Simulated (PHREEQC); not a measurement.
Solution (70 °C): 0.092 mol NH4Br per kg of water. Closed to the air; pH follows from the charge balance.

Computed with PHREEQC (ion-association model, phreeqc.dat).

| Item | Value |
|---|---|
| pH | 4.66 |
| ionic strength | 0.0920 mol/kgw |
| specific conductance | 25100 µS/cm |
| density | 0.983 g/cm³ |

```csv
species,molality,activity,log γ
Br-,0.0920,0.0683,-0.130
NH4+,0.0920,0.0674,-0.135
H+,2.68e-5,2.19e-5,-0.088
NH3,2.68e-5,2.74e-5,0.009
OH-,9.82e-9,7.37e-9,-0.125
```

No solid was allowed to form. Constants without temperature data keep their 25 °C values here.
